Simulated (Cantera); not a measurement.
A perfectly stirred reactor is fed with CH4 : H2 = 1 : 11 (molar parts), at 15.0 Torr; it is held at 1950 K, and followed from long to short residence time.

Cantera simulation using GRI-Mech 3.0 (53 species, 325 reactions); the numbers are that mechanism's predictions, not measurements. GRI-Mech 3.0 stops at C3 and has no aromatics, soot or wall deposition, so with more carbon than oxygen in the feed, carbon stays in small species such as C2H2 where larger ones or solid carbon would form. Radical loss at walls, strong at low pressure, is not modelled.

One state of this run: x CH4 = 0.0722; x H2 = 0.919; x CH3 = 0.00321; x C2H4 = 0.000468; x H = 0.00208. x: mole fraction; the columns are a selection and need not sum to one.

**Question.** Which value of τ (s) does it belong to?
(A) 0.25
(B) 0.0041
(C) 0.58
(D) 0.049

**Answer.** B, 0.0041
